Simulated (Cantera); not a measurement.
Feed: 1 mol CO2, 0.89 mol SO2, at 3000 K and 0.133 bar.

These are equilibrium values from Cantera (NASA tables, ideal gas, pure condensed phases), not measurements of a reactor. Candidate condensed phases: C, S; 22 gas species. Rates play no part.

Base state: CO 0.277, SO2 0.233, O2 0.143, O 0.117, CO2 0.115, SO 0.105, S 0.00997, S2 0.000207 (mole fractions); condensed: gas only.

What changes in the equilibrium state with this change: temperature from 3000 K to 1125 K?


```
species    before    after
-------  --------  -------
CO2         0.115    0.529
SO2         0.233    0.471
SO3       2.86e-5  1.83e-5
CO          0.277  1.77e-5
O           0.117    <1e-9
O2          0.143  4.69e-8
SO          0.105  6.50e-7
S         0.00997    <1e-9
S2       0.000207    <1e-9
```

What changes in the equilibrium state with this change: CO2 replaced by SF6?


```tsv
species	before	after
F	0	0.745
SO	0.105	0.110
S	0.00997	0.0603
CO	0.277	0
SO2	0.233	0.0423
CO2	0.115	0
O2	0.143	0.00428
O	0.117	0.0203
SF	0	0.00885
SF2	0	0.000522
SOF2	0	2.40e-5
FO	0	1.44e-5
F2	0	1.14e-5
```
The tables' values for SOF2 are old estimates; treat these amounts as uncertain.
